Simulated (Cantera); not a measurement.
# Equilibrium for carbon deposition, reforming and gasification: C2H6 + O2

Feed: 1 mol C2H6, 0.24 mol O2, held at 1.00 bar.

Equilibrium computed with Cantera from the NASA thermochemical tables; the gas is ideal and each condensed phase is pure. Candidate condensed phases: C, C6H6, C7H8, C8H18, H2O; 110 gas species. The numbers say what is thermodynamically allowed, not how fast it happens.

```csv
T (K),x H2,x CO,x H,x C2H2 (acetylene),x CH4,x CH3,n C(graphite)
1900,0.861,0.138,0.000736,0.000329,0.000416,7.14e-6,1.52
1975,0.860,0.138,0.00127,0.000558,0.000336,9.84e-6,1.51
2050,0.859,0.138,0.00210,0.000912,0.000275,1.32e-5,1.51
2125,0.857,0.138,0.00336,0.00144,0.000229,1.74e-5,1.51
2200,0.855,0.138,0.00521,0.00219,0.000192,2.24e-5,1.50
2275,0.851,0.137,0.00783,0.00324,0.000163,2.83e-5,1.50
2350,0.846,0.137,0.0115,0.00467,0.000139,3.51e-5,1.49
```
x: gas mole fraction; n: condensed amount in mol.

From 1900 K to 2350 K the condensed part is C(graphite). The main C-bearing gas is CO throughout. The share of C in condensed phases is highest at 1900 K (75.8 %) and lowest at 2350 K (74.3 %).
